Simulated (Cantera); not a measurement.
**Premixed flame**

A freely propagating, adiabatic, planar premixed flame of CH3OH : O2 : N2 = 1 : 1 : 2.5 (molar parts), equivalence ratio 1.5, unburnt at 650 K and 0.290 bar; mixture-averaged transport, grid criteria slope 0.08 and curve 0.16, no radiation.

Model: GRI-Mech 3.0 (53 species, 325 reactions), integrated in Cantera. GRI-Mech 3.0 was tuned for natural gas; its chemistry of methanol as a main component is partial and can be far from experiment. Burning velocities carry a grid error of a few per cent, more on coarse grids.

```json
[
 {"z (mm)": "-1.67", "T (K)": "650", "u (m/s)": "2.59", "x CH3OH": "0.221", "x O2": "0.221", "x NO": "<1e-8", "x CH4": "3.05e-7", "x OH": "<1e-8", "x HCN": "<1e-8"},
 {"z (mm)": "-1.11", "T (K)": "653", "u (m/s)": "2.62", "x CH3OH": "0.218", "x O2": "0.218", "x NO": "<1e-8", "x CH4": "1.89e-6", "x OH": "<1e-8", "x HCN": "<1e-8"},
 {"z (mm)": "-0.833", "T (K)": "664", "u (m/s)": "2.69", "x CH3OH": "0.215", "x O2": "0.215", "x NO": "<1e-8", "x CH4": "7.59e-6", "x OH": "<1e-8", "x HCN": "<1e-8"},
 {"z (mm)": "-0.556", "T (K)": "733", "u (m/s)": "3.06", "x CH3OH": "0.204", "x O2": "0.204", "x NO": "2.17e-8", "x CH4": "4.29e-5", "x OH": "<1e-8", "x HCN": "1.48e-8"},
 {"z (mm)": "-0.278", "T (K)": "1111", "u (m/s)": "4.94", "x CH3OH": "0.151", "x O2": "0.161", "x NO": "2.27e-7", "x CH4": "0.000247", "x OH": "8.48e-6", "x HCN": "1.45e-7"},
 {"z (mm)": "-0.139", "T (K)": "1509", "u (m/s)": "7.10", "x CH3OH": "0.0815", "x O2": "0.115", "x NO": "6.56e-7", "x CH4": "0.000498", "x OH": "0.000316", "x HCN": "3.66e-7"},
 {"z (mm)": "0", "T (K)": "1886", "u (m/s)": "9.37", "x CH3OH": "0.0157", "x O2": "0.0726", "x NO": "1.44e-6", "x CH4": "0.000675", "x OH": "0.00234", "x HCN": "7.95e-7"},
 {"z (mm)": "0.139", "T (K)": "2037", "u (m/s)": "10.3", "x CH3OH": "0.000630", "x O2": "0.0449", "x NO": "2.44e-6", "x CH4": "0.000359", "x OH": "0.00591", "x HCN": "1.23e-6"},
 {"z (mm)": "0.278", "T (K)": "2074", "u (m/s)": "10.5", "x CH3OH": "7.59e-6", "x O2": "0.0263", "x NO": "3.39e-6", "x CH4": "9.00e-5", "x OH": "0.00943", "x HCN": "1.19e-6"},
 {"z (mm)": "0.556", "T (K)": "2102", "u (m/s)": "10.6", "x CH3OH": "<1e-8", "x O2": "0.0106", "x NO": "4.75e-6", "x CH4": "2.57e-6", "x OH": "0.0125", "x HCN": "6.57e-7"},
 {"z (mm)": "1.11", "T (K)": "2126", "u (m/s)": "10.7", "x CH3OH": "<1e-8", "x O2": "0.00573", "x NO": "6.37e-6", "x CH4": "<1e-8", "x OH": "0.0130", "x HCN": "1.63e-7"},
 {"z (mm)": "2.22", "T (K)": "2152", "u (m/s)": "10.7", "x CH3OH": "<1e-8", "x O2": "0.00483", "x NO": "8.63e-6", "x CH4": "<1e-8", "x OH": "0.0127", "x HCN": "1.54e-8"},
 {"z (mm)": "4.44", "T (K)": "2187", "u (m/s)": "10.9", "x CH3OH": "<1e-8", "x O2": "0.00417", "x NO": "1.28e-5", "x CH4": "<1e-8", "x OH": "0.0122", "x HCN": "<1e-8"}
]
```
x: mole fraction of selected species; z is measured from the peak of heat release.

```json
{
 "laminar_burning_velocity": "257 cm/s",
 "thermal_thickness": "0.556 mm",
 "peak x(CH4)": "0.000679",
 "peak x(OH)": "0.0130",
 "peak x(HCN)": "1.27e-6",
 "grid_points": "137"
}
```
